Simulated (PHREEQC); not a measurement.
A column of 1 m (30 cells, dispersivity 0.08 m, 3600 s a shift, diffusion coefficient 3e-10 m²/s) holds 0.0031 eq of the database's cation exchanger X per kg of pore water, first in equilibrium with 0.0013 mol KCl, 0.0019 mol SrCl2, 0.00037 mol NaCl and 1e-05 mol HCl per kg of water. It is flushed with 0.0016 mol LiCl and 1e-05 mol HCl per kg of water, at 40 °C. Values are for the last cell. No CO2 enters from the air. No solid was allowed to form.

Equilibrium calculation in PHREEQC: ion-association model, phreeqc.dat.

```tsv
pore volumes	Li in solution (mol/kgw)	Na in solution (mol/kgw)	K in solution (mol/kgw)	Sr in solution (mol/kgw)
0	0	0.000370	0.00130	0.00190
0.4167	2.14e-5	0.000365	0.00128	0.00187
1.017	0.000862	0.000157	0.000617	0.000771
1.617	0.00134	3.21e-5	0.000166	0.000177
2.017	0.00143	1.04e-5	7.33e-5	8.54e-5
2.417	0.00147	3.41e-6	3.56e-5	5.43e-5
3.017	0.00152	6.57e-7	1.34e-5	3.66e-5
3.617	0.00154	1.30e-7	5.38e-6	2.86e-5
4.017	0.00155	4.50e-8	2.99e-6	2.53e-5
4.417	0.00155	1.57e-8	1.69e-6	2.28e-5
5.017	0.00156	3.29e-9	7.36e-7	2.00e-5
5.617	0.00156	7.05e-10	3.28e-7	1.79e-5
6.017	0.00157	2.55e-10	1.94e-7	1.67e-5
```

Species that the database lacks are ignored. At this temperature some constants are extrapolated from 25 °C, and those without enthalpy data are left unchanged.
